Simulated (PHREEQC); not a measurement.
Make-up at 22 °C: 35 mmol/kgw CuCl2, 5 mmol/kgw HNO3 and 8 mmol/kgw Na2SO4. Closed to the air; pH follows from the charge balance.

All values are PHREEQC results (ion-association model, phreeqc.dat), not measurements.

No solid was allowed to form.

Question: Order these Cu species by the share of Cu that they hold, largest first: CuSO4, CuCl2, Cu+2, CuCl+.

Answer: Cu+2 (85 %), CuSO4 (9.2 %), CuCl+ (5.2 %), CuCl2 (0.10 %)

The pH is 2.44 and the ionic strength 0.116 mol/kgw.
